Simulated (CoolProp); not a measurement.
Properties of carbon dioxide at several states.

The numbers come from the reference Helmholtz-energy equation of state, Span 1996 in CoolProp.

```
T (K)  p (MPa)          phase  density (kg/m³)  cv (kJ/(kg K))  speed of sound (m/s)  expansivity (1/kK)  viscosity (µPa s)
-----  -------  -------------  ---------------  --------------  --------------------  ------------------  -----------------
470.5   0.0134            gas           0.1508          0.8048                 331.3               2.127               22.7
912.9    0.294            gas            1.704           1.020                 452.5               1.097               38.6
404       1.13            gas            15.10          0.7615                 305.9               2.663               20.0
775.6   0.0995            gas           0.6790          0.9703                 418.5               1.290               34.1
420.8     24.1  supercritical            405.9          0.8895                 338.1               5.962               33.8
```

Viscosity comes from a separate model (Laesecke 2017).
